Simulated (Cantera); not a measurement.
A Cantera script and what it prints.

```python
import numpy as np
import cantera as ct

gas_names = """
    CL CLO CL2 N NO NO2 NO3 N2 N2O O O2 O3 Si SiCL SiCL2 SiCL3 SiCL4 SiN SiO SiO2 Si2 Si2N Si3
""".split()
cond_names = """
    Si(cr) Si(L) SiO2(Lqz) SiO2(hqz) SiO2(L) Si2N2O(s) Si3N4(a)
""".split()


# ... load() reads the species with a 1 bar reference pressure and builds the phases ...
atoms = {
    'SiCl4': {'Si': 1, 'CL': 4},
    'N2O': {'N': 2, 'O': 1},
}
top_T = {'Si2N2O(s)': 2100, 'Si3N4(a)': 2400}  # K; cautious upper limits of use, not melting points


# ... equilibrate(T, P, feed) seeds the gas with the atoms and calls Mixture.equilibrate('TP', solver="vcs", rtol=1e-11, max_steps=5000) ...
results = []
feed = {'SiCl4': 1, 'N2O': 5}  # mol
T = 675  # K
P = 10000  # Pa
mix = equilibrate(T, P, feed)
results.append((T, P, feed, dict(zip(mix.species_names, mix.species_moles))))
print(gas.report(threshold=1e-05))
for i in range(1, mix.n_phases):
    print(f"{mix.phase(i).name:16s} {mix.phase_moles(i):12.5e} mol")
```

Result:

```
       temperature   675 K
          pressure   10000 Pa
           density   0.069148 kg/m^3
  mean mol. weight   38.808 kg/kmol
   phase of matter   gas

                          1 kg             1 kmol
                     ---------------   ---------------
          enthalpy        3.0422e+05        1.1806e+07  J
   internal energy        1.5961e+05         6.194e+06  J
           entropy            6545.1          2.54e+05  J/K
    Gibbs function       -4.1138e+06       -1.5965e+08  J
 heat capacity c_p            835.14             32410  J/K
 heat capacity c_v            620.89             24096  J/K

                      mass frac. Y      mole frac. X     chem. pot. / RT
                     ---------------   ---------------   ---------------
               CL2           0.42987           0.23529           -31.676
                N2           0.42463           0.58824           -26.792
                O2            0.1455           0.17647           -29.652
     [  +20 minor]        6.0469e-07        6.5809e-07

Si(cr)            0.00000e+00 mol
SiO2(Lqz)         1.00000e+00 mol
Si2N2O(s)         0.00000e+00 mol
Si3N4(a)          0.00000e+00 mol
```

Method: chemical equilibrium by Gibbs-energy minimisation in Cantera with the NASA 1993 tables (ideal gas, pure condensed phases).
